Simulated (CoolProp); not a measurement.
Carbon dioxide at 988.82 K and 3.34 MPa flows at 20 m/s in a round tube of 20 mm bore and 0.25 µm roughness, fully developed (64/Re and Nu = 3.66 if laminar; Colebrook and Gnielinski if turbulent). Each further row changes one setting.

Model: reference Helmholtz-energy equation of state, Span 1996, in CoolProp.

| case | Reynolds number | Darcy friction factor | pressure drop (Pa/m) | heat-transfer coefficient (W/(m² K)) | mass flow (kg/h) |
|---|---|---|---|---|---|
| as stated | 173000 | 0.0162 | ___ | 998 | ___ |
| velocity 40 m/s | 346000 | 0.0142 | 10100 | ___ | ___ |
| diameter 40 mm | 346000 | 0.0142 | 1260 | ___ | 1610 |

Task: Complete the blanks.

Result: 
- as stated, pressure drop (Pa/m): 2870
- as stated, mass flow (kg/h): 402
- velocity 40 m/s, heat-transfer coefficient (W/(m² K)): 1740
- velocity 40 m/s, mass flow (kg/h): 803
- diameter 40 mm, heat-transfer coefficient (W/(m² K)): 868

Viscosity comes from a separate model (Laesecke 2017). Thermal conductivity comes from a separate model (Huber 2016).
